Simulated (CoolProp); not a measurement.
Benzene along the isotherm 620 K: density (kg/m³) from the reference equation and from simpler models built on Tc = 562.0 K, pc = 49.06 bar, ω = 0.211; each cubic takes its own stable root.

Values from CoolProp's reference Helmholtz-energy equation of state, Thol 2012.

```tsv
p (bar)	phase	reference
0.233	gas	0.3535
0.376	gas	0.5708
0.607	gas	0.9226
0.981	gas	1.494
1.59	gas	2.429
2.56	gas	3.930
4.14	gas	6.407
6.69	gas	10.49
10.8	gas	17.33
17.5	gas	29.20
28.2	gas	50.48
45.6	gas	94.24
73.6	supercritical	219.2
```

### Question
How far does each simpler model (van der Waals, Redlich-Kwong, Soave-Redlich-Kwong, Peng-Robinson) lie from the reference over these 13 states: mean and median of the absolute difference, and the worst?

### Answer
- van der Waals: mean 1.1 %, median 0.1 %, worst +12.5 % at 620 K and 73.6 bar
- Redlich-Kwong: mean 0.5 %, median 0.1 %, worst +3.3 % at 620 K and 73.6 bar
- Soave-Redlich-Kwong: mean 0.6 %, median 0.0 %, worst -6.2 % at 620 K and 73.6 bar
- Peng-Robinson: mean 0.7 %, median 0.3 %, worst +2.9 % at 620 K and 45.6 bar
